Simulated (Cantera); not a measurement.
A closed system holds: 1 mol Al(CH3)3, 140 mol NH3, 120 mol H2, 1.4 mol H2O, at 1652 °C and 72.8 Torr.

Method: chemical equilibrium by Gibbs-energy minimisation in Cantera with the NASA 1993 tables (ideal gas, pure condensed phases). Candidate condensed phases: Al, AlN, Al2O3, C, C6H6, C7H8, C8H18, H2O; 148 gas species. The feed counts by its element totals alone. The numbers say what is thermodynamically allowed, not how fast it happens.

Base state: H2 0.821, N2 0.169, CO 0.00343, HCN 0.00325, H 0.00278, Al 0.000376, C2H2 (acetylene) 0.000243, HNC 0.000160 (mole fractions); condensed: AlN(s).

Problem. What changes in the equilibrium state with this change: pressure from 72.8 Torr to 9.00 Torr?

Solution. 
| species | before | after |
|---|---|---|
| H2 | 0.821 | 0.814 |
| N2 | 0.169 | 0.169 |
| H | 0.00278 | 0.00787 |
| Al | 0.000376 | 0.00236 |
| CH4 | 2.74e-5 | 3.35e-6 |
| AlH | 3.52e-5 | 7.74e-5 |
| CO | 0.00343 | 0.00342 |
| C2H2 (acetylene) | 0.000243 | 0.000243 |
| HNC | 0.000160 | 0.000160 |
| AlN(s), mol | 0.832 | 0 |
